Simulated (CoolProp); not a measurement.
Water along the isotherm 1000 K: Z from the reference equation and from simpler models built on Tc = 647.1 K, pc = 22.06 MPa, ω = 0.344; each cubic takes its own stable root.

Computed with CoolProp (reference Helmholtz-energy equation of state, Wagner 2002).

```csv
p (MPa),phase,reference,Pitzer virial,Redlich-Kwong,Soave-Redlich-Kwong,Peng-Robinson
3.01,gas,0.9923,0.9921,0.9881,0.9938,0.9909
6.02,gas,0.9845,0.9843,0.9763,0.9879,0.9821
9.03,gas,0.9768,0.9764,0.9647,0.9822,0.9737
12,gas,0.9690,0.9687,0.9534,0.9769,0.9658
15,gas,0.9613,0.9609,0.9423,0.9718,0.9583
18.1,gas,0.9532,0.9528,0.9311,0.9670,0.9510
21.1,gas,0.9455,0.9449,0.9205,0.9626,0.9443
24.1,supercritical,0.9379,0.9371,0.9102,0.9585,0.9381
27.1,supercritical,0.9303,0.9293,0.9003,0.9548,0.9324
30.1,supercritical,0.9228,0.9215,0.8908,0.9514,0.9271
33.1,supercritical,0.9155,0.9136,0.8818,0.9484,0.9222
```
